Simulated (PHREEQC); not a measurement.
0.1 g of hydrous ferric oxide (600 m²/g; 0.2 weak and 0.005 strong sites per Fe, Dzombak-Morel constants, diffuse double layer) in 1 kg of water with 0.001 mol/kgw of an inert sodium salt and 0.0006 mol NaH2PO4, at 25 °C; the pH is set by adding NaOH or the inert anion's acid. O2 is buffered at 0.21 atm. No CO2 enters from the air. Nothing may precipitate in this run.

The series has 17 steps of pH, from 4 to 10.

The numbers come from PHREEQC with the ion-association model, wateq4f.dat.

Q: At which pH does the surface charge pass through zero?

A: Near pH 5.0.

H3PO4, which wateq4f.dat lacks, is added to it with the constant of phreeqc.dat.
